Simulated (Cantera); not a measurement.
An adiabatic, constant-volume homogeneous reactor starts with 4.58 % CH4, 5.04 % CO, 10.6 % O2, 79.7 % N2, at 1575 K and 0.560 bar.

Computed with Cantera and GRI-Mech 3.0 (53 species, 325 reactions).

### Question
Predict: time of steepest temperature rise; temperature at 0.800 s; equilibrium temperature; x(CO) at 0.800 s; x(O2) at 0.800 s; x(H2) at 0.800 s; x(H) at 0.800 s; x(HO2) at 0.800 s.

### Answer
| Item | Result |
|---|---|
| time of steepest temperature rise | 1.45 ms |
| temperature at 0.800 s | 2644 K |
| equilibrium temperature | 2644 K |
| x(CO) at 0.800 s | 0.0424 (gas-phase equilibrium 0.0424) |
| x(O2) at 0.800 s | 0.00961 (gas-phase equilibrium 0.00961) |
| x(H2) at 0.800 s | 0.00912 (gas-phase equilibrium 0.00912) |
| x(H) at 0.800 s | 0.00453 (gas-phase equilibrium 0.00453) |
| x(HO2) at 0.800 s | 1.72e-6 (gas-phase equilibrium 1.72e-6) |
